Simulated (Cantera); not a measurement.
A Cantera script and its output.

```python
import numpy as np
import cantera as ct

gas = ct.Solution("gri30.yaml")
gas.TPX = 648, 370000, {'CO': 1, 'H2': 1, 'CH4': 0.2, 'O2': 1.4, 'N2': 5.74, 'H2O': 2.3}
flame = ct.FreeFlame(gas, width=0.016)
flame.set_refine_criteria(ratio=3, slope=0.08, curve=0.16)
flame.transport_model = "mixture-averaged"
flame.solve(loglevel=0, auto=True)
z, T = flame.grid, flame.T
thick = (T[-1] - T[0]) / np.gradient(T, z).max()
show = ['CO', 'H2', 'CH4', 'C2H6', 'NO', 'CH2CO']
print(f"laminar burning velocity  {flame.velocity[0] * 100:.3f} cm/s")
print(f"burnt temperature         {T[-1]:.1f} K")
print(f"thermal thickness         {thick * 1e3:.4f} mm")
print(f"grid points               {len(z)}")
z0 = z[flame.heat_release_rate.argmax()]
print(f"{'z/mm':>9s}{'T/K':>9s}{'u/(m/s)':>9s}" + "".join(f"{s:>11s}" for s in show))
rows = []
for k in (-3, -2, -1.5, -1, -0.5, -0.25, 0, 0.25, 0.5, 1, 2, 4, 8):
    zz = z0 + k * thick
    rows.append([k * thick, np.interp(zz, z, T), np.interp(zz, z, flame.velocity),
                 *(np.interp(zz, z, flame.X[gas.species_index(s)]) for s in show)])
    print(f"{rows[-1][0] * 1e3:9.3f}{rows[-1][1]:9.1f}{rows[-1][2]:9.3f}" + "".join(f"{x:11.3e}" for x in rows[-1][3:]))
```

Output:

```
laminar burning velocity  105.997 cm/s
burnt temperature         2167.0 K
thermal thickness         0.1450 mm
grid points               132
     z/mm      T/K  u/(m/s)         CO         H2        CH4       C2H6         NO      CH2CO
   -0.435    648.2    1.059  8.604e-02  8.444e-02  1.721e-02  3.622e-10  1.186e-11  2.787e-11
   -0.290    649.5    1.058  8.632e-02  8.117e-02  1.725e-02  7.080e-09  1.551e-10  5.911e-10
   -0.217    654.4    1.061  8.666e-02  7.663e-02  1.728e-02  4.929e-08  8.181e-10  4.362e-09
   -0.145    678.6    1.091  8.707e-02  6.748e-02  1.711e-02  4.410e-07  5.526e-09  4.228e-08
   -0.072    870.2    1.381  8.501e-02  4.793e-02  1.444e-02  9.273e-06  1.132e-07  1.042e-06
   -0.036   1178.3    1.857  7.891e-02  3.421e-02  9.251e-03  2.836e-05  5.026e-07  4.756e-06
    0.000   1531.5    2.395  6.591e-02  2.144e-02  2.679e-03  7.989e-06  1.316e-06  6.665e-06
    0.036   1740.3    2.694  4.733e-02  1.423e-02  2.396e-04  9.309e-08  2.509e-06  1.265e-06
    0.072   1848.6    2.838  3.293e-02  1.195e-02  1.148e-05  2.853e-10  3.587e-06  7.803e-08
    0.145   1959.0    2.980  1.987e-02  1.030e-02  4.105e-08  8.492e-15  5.088e-06  3.720e-10
    0.290   2046.6    3.095  1.279e-02  7.851e-03  5.301e-12  2.560e-21  6.835e-06  7.277e-14
    0.580   2103.3    3.169  8.949e-03  5.488e-03  5.852e-16  1.261e-26  8.756e-06  7.064e-18
    1.160   2137.8    3.213  6.364e-03  3.858e-03  1.030e-16  2.086e-28  1.100e-05  3.181e-19
```

Computed with Cantera and GRI-Mech 3.0 (53 species, 325 reactions). Burning velocities carry a grid error of a few per cent, more on coarse grids.
